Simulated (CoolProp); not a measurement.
A closed Brayton cycle with dry air: compressor inlet 305.15 K and 3.9 MPa, high pressure 12.9 MPa, turbine inlet 985 K, compressor efficiency 0.8, turbine efficiency 0.85, recuperator effectiveness 0 (on enthalpy, no pinch check). Each further row changes one setting.

The numbers come from the reference Helmholtz-energy equation of state, Lemmon 2000 in CoolProp. It is a pseudo-pure fit of the blend.

```json
[
 {"case": "as stated", "thermal efficiency (%)": "?", "net work (kJ/kg)": "94.8", "compressor to turbine work": "0.63", "compressor exit (K)": "461.2", "turbine exit (K)": "763.0"},
 {"case": "turbine inlet 935 K", "thermal efficiency (%)": "?", "net work (kJ/kg)": "?", "compressor to turbine work": "?", "compressor exit (K)": "461.2", "turbine exit (K)": "?"},
 {"case": "compressor inlet 315.15 K", "thermal efficiency (%)": "15.8", "net work (kJ/kg)": "?", "compressor to turbine work": "0.65", "compressor exit (K)": "476.1", "turbine exit (K)": "763.0"},
 {"case": "high pressure 11 MPa", "thermal efficiency (%)": "14.9", "net work (kJ/kg)": "?", "compressor to turbine work": "0.60", "compressor exit (K)": "437.3", "turbine exit (K)": "789.2"},
 {"case": "recuperator effectiveness 0.5", "thermal efficiency (%)": "?", "net work (kJ/kg)": "94.8", "compressor to turbine work": "0.63", "compressor exit (K)": "461.2", "turbine exit (K)": "763.0"}
]
```

Problem. Complete the blanks.

Solution. 
- as stated, thermal efficiency (%): 16.3
- turbine inlet 935 K, thermal efficiency (%): 15.6
- turbine inlet 935 K, net work (kJ/kg): 81.7
- turbine inlet 935 K, compressor to turbine work: 0.66
- turbine inlet 935 K, turbine exit (K): 722.5
- compressor inlet 315.15 K, net work (kJ/kg): 89.3
- high pressure 11 MPa, net work (kJ/kg): 89.9
- recuperator effectiveness 0.5, thermal efficiency (%): 22.6
